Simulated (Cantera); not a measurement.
Transport properties of process gases

Gas mixture: 6.83 % H₂, 38.5 % CH₄, 40.0 % H₂O, 14.6 % C₂H₆, at 160 Pa, frozen composition.

Cantera's kinetic-theory transport with the Lennard-Jones parameters of GRI-Mech 3.0, ideal gas; thermal conductivity in the multicomponent form. Polar gases are described roughly by these parameters.

| T (K) | ρ (kg/m³) | cp (J/kg/K) | μ (µPa s) | λ (mW/m/K) | Pr | D (cm²/s) CO₂ | D (cm²/s) H | D (cm²/s) O |
|---|---|---|---|---|---|---|---|---|
| 400 | 0.000862 | 2279 | 13.9 | 49.8 | 0.636 | 178 | 1260 | 365 |
| 500 | 0.000690 | 2531 | 17.0 | 66.3 | 0.649 | 271 | 1880 | 542 |
| 600 | 0.000575 | 2785 | 20.0 | 83.9 | 0.662 | 379 | 2610 | 745 |
| 700 | 0.000493 | 3022 | 22.8 | 102 | 0.673 | 501 | 3420 | 971 |
| 800 | 0.000431 | 3234 | 25.5 | 121 | 0.682 | 636 | 4310 | 1220 |
| 900 | 0.000383 | 3428 | 28.1 | 140 | 0.689 | 783 | 5280 | 1490 |
D: mixture-averaged diffusion coefficient of that species in the mixture.
